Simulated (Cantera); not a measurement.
## Thermodynamics of sublimation and decomposition of ceramics, feed SiO2 + C + N2

Charge: 1 mol SiO2, 0.75 mol C, 0.082 mol N2, at 0.0100 bar.

Method: chemical equilibrium by Gibbs-energy minimisation in Cantera with the NASA 1993 tables (ideal gas, pure condensed phases). Candidate condensed phases: C, Si, SiC, SiO2, Si2N2O, Si3N4; 56 gas species. Ions and electrons are included (thermal ionisation). The tables' values for SiO2, SiN are old estimates; treat these amounts as uncertain. The tables hold silica as quartz up to 1696 K and as liquid above; real silica turns to tridymite and cristobalite and melts near 1996 K. Rates play no part.

| T (K) | x SiO | x CO | x O | x Si | x CO2 | x N2 | x N | x O2 | x Si+ | x e- | n SiO2(l) |
|---|---|---|---|---|---|---|---|---|---|---|---|
| 2000 | 0.475 | 0.472 | 2.93e-7 | 9.41e-7 | 0.00156 | 0.0518 | 2.05e-9 | 1.91e-9 | 4.55e-12 | 4.55e-12 | 0.247 |
| 2250 | 0.492 | 0.421 | 0.000262 | 2.48e-7 | 0.0355 | 0.0499 | 4.99e-8 | 5.05e-5 | 3.39e-11 | 4.13e-11 | 0.189 |
| 2500 | 0.525 | 0.310 | 0.0152 | 3.53e-7 | 0.0881 | 0.0429 | 6.06e-7 | 0.0110 | 1.57e-10 | 1.11e-9 | 0 |
| 2750 | 0.503 | 0.345 | 0.0554 | 3.27e-6 | 0.0351 | 0.0405 | 4.83e-6 | 0.0155 | 4.77e-9 | 1.33e-8 | 0 |
| 3000 | 0.488 | 0.358 | 0.0959 | 3.59e-5 | 0.00913 | 0.0391 | 2.75e-5 | 0.00717 | 1.11e-7 | 1.36e-7 | 0 |
| 3250 | 0.482 | 0.360 | 0.113 | 0.000374 | 0.00212 | 0.0388 | 0.000122 | 0.00205 | 1.46e-6 | 1.49e-6 | 0 |
| 3500 | 0.476 | 0.359 | 0.120 | 0.00304 | 0.000557 | 0.0386 | 0.000435 | 0.000594 | 1.29e-5 | 1.30e-5 | 0 |
| 3750 | 0.455 | 0.354 | 0.134 | 0.0171 | 0.000183 | 0.0377 | 0.00130 | 0.000227 | 8.21e-5 | 8.22e-5 | 0 |
| 4000 | 0.391 | 0.338 | 0.172 | 0.0595 | 7.80e-5 | 0.0350 | 0.00332 | 0.000133 | 0.000364 | 0.000364 | 0 |
| 4250 | 0.280 | 0.310 | 0.237 | 0.133 | 3.90e-5 | 0.0300 | 0.00725 | 0.000102 | 0.00117 | 0.00117 | 0 |
| 4500 | 0.158 | 0.279 | 0.307 | 0.211 | 2.00e-5 | 0.0234 | 0.0138 | 7.63e-5 | 0.00294 | 0.00294 | 0 |
| 4750 | 0.0716 | 0.254 | 0.357 | 0.264 | 1.01e-5 | 0.0163 | 0.0228 | 4.98e-5 | 0.00609 | 0.00609 | 0 |
| 5000 | 0.0287 | 0.236 | 0.381 | 0.283 | 5.19e-6 | 0.00984 | 0.0329 | 2.96e-5 | 0.0110 | 0.0110 | 0 |
x: gas mole fraction; n: condensed amount in mol.

From 2000 K to 2250 K the condensed part is SiO2(l). From 2500 K to 5000 K nothing is condensed. The main Si-bearing gas is SiO at 2000 K and Si at 5000 K.
